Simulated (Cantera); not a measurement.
A perfectly stirred reactor is fed with CH4 : H2 : O2 : N2 : CO2 = 1 : 0.18 : 2.09 : 7.86 : 0.017 (molar parts), at 5.00 bar; it is adiabatic with a 525 K inlet, and is followed from long to short residence time, starting on the burning branch (τ in s: 0.056, 0.021, 0.0081, 0.0031, 0.0012, 0.00045, 0.00017, 6.5e-05, 2.5e-05, 9.4e-06).

Model: GRI-Mech 3.0 (53 species, 325 reactions), integrated in Cantera.

Q: Predict: blow-out, bracketed by the residence times tried; x(CH4) at τ = 56.0 ms; x(H2) at τ = 56.0 ms; x(O2) at τ = 56.0 ms; x(HO2) at τ = 56.0 ms; x(CH4) at τ = 0.450 ms; x(H2) at τ = 0.450 ms; x(O2) at τ = 0.450 ms; x(HO2) at τ = 0.450 ms; x(C2H2) at τ = 0.450 ms.

A: 
```
Property                                                                      Result
------------------------------------------------  ----------------------------------
blow-out, bracketed by the residence times tried  burning at 25.0 µs, out at 9.40 µs
x(CH4) at τ = 56.0 ms                                                        1.41e-6
x(H2) at τ = 56.0 ms                                                         0.00408
x(O2) at τ = 56.0 ms                                                         0.00518
x(HO2) at τ = 56.0 ms                                                        1.37e-6
x(CH4) at τ = 0.450 ms                                                       7.71e-5
x(H2) at τ = 0.450 ms                                                        0.00782
x(O2) at τ = 0.450 ms                                                         0.0117
x(HO2) at τ = 0.450 ms                                                       5.53e-6
x(C2H2) at τ = 0.450 ms                                                      1.51e-7
```
